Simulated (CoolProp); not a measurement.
The numbers come from the reference Helmholtz-energy equation of state, Thol 2017 in CoolProp.

Give the vapour pressure (MPa), liquid density (kg/m³), vapour density (kg/m³), enthalpy of vaporisation (kJ/kg) of saturated octamethyltrisiloxane (MDM) at 63.25, 91.55 °C.


```tsv
T (°C)	p (MPa)	liquid density (kg/m³)	vapour density (kg/m³)	enthalpy of vaporisation (kJ/kg)
63.25	0.00427	776	0.364	189
91.55	0.0145	746	1.15	178
```
